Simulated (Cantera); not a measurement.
Equilibrium for silicon nitride deposition: Si2Cl6 + N2

Charge: 1 mol Si2Cl6, 0.87 mol N2, at 800 K and 75.0 Torr.

These are equilibrium values from Cantera (NASA tables, ideal gas, pure condensed phases), not measurements of a reactor. Candidate condensed phases: Si, Si3N4; 13 gas species. The feed counts by its element totals alone. N2 is the only nitrogen source here; it is nearly inert below about 1500 K, so the nitride shown seldom forms there in practice. Kinetics and transport are ignored.

- x(SiCl4) = 0.736
- x(N2) = 0.264
- x(SiCl3) = 1.56e-6
- n(Si3N4(s)) = 0.167 mol
- gas amount = 2.037 mol
- log10 activity of Si(s) (absent) = -9.39
